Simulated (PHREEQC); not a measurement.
Consider water at 55 °C with 0.073 mol CdSO4 per kg of water. Closed to the air; pH follows from the charge balance.

Computed with PHREEQC (ion-association model, phreeqc.dat).

Precipitation was switched off in this run.

Q: What pH, ionic strength does the model give?

A: pH 5.72; ionic strength 0.138 mol/kgw.

Q: In which forms is S present?

A: CdSO4 42 %, SO4-2 37 %, Cd(SO4)2-2 21 % of the S.

Species that the database lacks are ignored. At this temperature some constants are extrapolated from 25 °C, and those without enthalpy data are left unchanged.
